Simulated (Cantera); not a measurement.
# Thermodynamics of silicon etching in halogen gases, feed Si + F₂ + NF₃

Charge: 1 mol Si, 3.7 mol F₂, 0.86 mol NF₃, held at 2900 Pa.

These are equilibrium values from Cantera (NASA tables, ideal gas, pure condensed phases), not measurements of a reactor. Candidate condensed phases: Si, Si₃N₄; 16 gas species. Rates play no part.

From 500 K to 1400 K nothing is condensed. The main Si-bearing gas is SiF₄ throughout.

```json
[
 {"T (K)": "500", "x F": "2.23e-5", "x F₂": "0.478", "x SiF₄": "0.281", "x NF₃": "0.242", "x N₂": "7.54e-11", "x NF₂": "<1e-12"},
 {"T (K)": "575", "x F": "0.000282", "x F₂": "0.477", "x SiF₄": "0.281", "x NF₃": "0.242", "x N₂": "2.99e-7", "x NF₂": "8.70e-11"},
 {"T (K)": "650", "x F": "0.00199", "x F₂": "0.476", "x SiF₄": "0.281", "x NF₃": "0.241", "x N₂": "0.000173", "x NF₂": "4.74e-9"},
 {"T (K)": "725", "x F": "0.00972", "x F₂": "0.503", "x SiF₄": "0.271", "x NF₃": "0.201", "x N₂": "0.0157", "x NF₂": "9.16e-8"},
 {"T (K)": "800", "x F": "0.0374", "x F₂": "0.588", "x SiF₄": "0.238", "x NF₃": "0.0690", "x N₂": "0.0677", "x NF₂": "3.78e-7"},
 {"T (K)": "875", "x F": "0.106", "x F₂": "0.576", "x SiF₄": "0.217", "x NF₃": "0.0141", "x N₂": "0.0864", "x NF₂": "6.51e-7"},
 {"T (K)": "950", "x F": "0.236", "x F₂": "0.476", "x SiF₄": "0.200", "x NF₃": "0.00257", "x N₂": "0.0848", "x NF₂": "7.75e-7"},
 {"T (K)": "1025", "x F": "0.419", "x F₂": "0.325", "x SiF₄": "0.179", "x NF₃": "0.000416", "x N₂": "0.0768", "x NF₂": "6.94e-7"},
 {"T (K)": "1100", "x F": "0.597", "x F₂": "0.176", "x SiF₄": "0.159", "x NF₃": "5.60e-5", "x N₂": "0.0682", "x NF₂": "4.68e-7"},
 {"T (K)": "1175", "x F": "0.712", "x F₂": "0.0792", "x SiF₄": "0.146", "x NF₃": "6.62e-6", "x N₂": "0.0626", "x NF₂": "2.57e-7"},
 {"T (K)": "1250", "x F": "0.767", "x F₂": "0.0332", "x SiF₄": "0.139", "x NF₃": "8.04e-7", "x N₂": "0.0600", "x NF₂": "1.31e-7"},
 {"T (K)": "1325", "x F": "0.790", "x F₂": "0.0142", "x SiF₄": "0.137", "x NF₃": "1.12e-7", "x N₂": "0.0589", "x NF₂": "6.72e-8"},
 {"T (K)": "1400", "x F": "0.799", "x F₂": "0.00648", "x SiF₄": "0.136", "x NF₃": "1.86e-8", "x N₂": "0.0584", "x NF₂": "3.62e-8"}
]
```
x: gas mole fraction; nothing condenses.
